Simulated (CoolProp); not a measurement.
Vapour-liquid equilibrium of isohexane (1) + benzene (2) at 0.206 MPa; x and y are mole fractions of (1).

Computed with CoolProp (multi-fluid Helmholtz-energy mixture model, Lemmon 2006 and Thol 2012; pair parameters Bell 2016).

```tsv
x	bubble temperature (°C)	y at the bubble point	dew temperature at overall composition x (°C)	liquid density (mol/L)
0.05	101.9	0.118	103.7	9.849
0.15	97.4	0.287	101.1	9.457
0.25	94.3	0.406	98.4	9.077
0.35	92.0	0.499	95.8	8.716
0.45	90.2	0.579	93.2	8.377
0.55	88.8	0.654	90.9	8.059
0.65	87.5	0.727	88.8	7.760
0.75	86.4	0.802	87.2	7.481
0.85	85.5	0.879	85.9	7.218
0.95	84.7	0.959	84.8	6.970
```

No azeotrope shows between x = 0.05 and 0.95.

The pair parameters rest on a limited set of measurements; away from them the model extrapolates.
